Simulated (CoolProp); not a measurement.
The fluid at 365.96 K and 0.0452 MPa is throttled through a valve to 0.01 MPa with no heat exchange. The same conditions are run with several fluids, on thermodynamics alone (safety and materials aside).

Computed with CoolProp (reference Helmholtz-energy equation of state of each fluid (tetrahydrofuran: Fiedler 2023; neopentane: Lemmon 2006; R227EA: Lemmon 2016; R410A: Lemmon 2003; CF4 (R14): Platzer 1990)). The equations of Platzer and Polt are older, rougher fits. Blends and air are pseudo-pure fits.

| fluid | temperature change (K) | final density (kg/m³) |
|---|---|---|
| tetrahydrofuran | [?] | 0.238 |
| neopentane | -0.4 | 0.238 |
| R227EA | [?] | 0.560 |
| R410A | -0.4 | [?] |
| CF4 (R14) | [?] | [?] |

Task: Complete the blanks.

Result: 
- tetrahydrofuran, temperature change (K): -0.7
- R227EA, temperature change (K): -0.3
- R410A, final density (kg/m³): 0.239
- CF4 (R14), temperature change (K): -0.1
- CF4 (R14), final density (kg/m³): 0.289
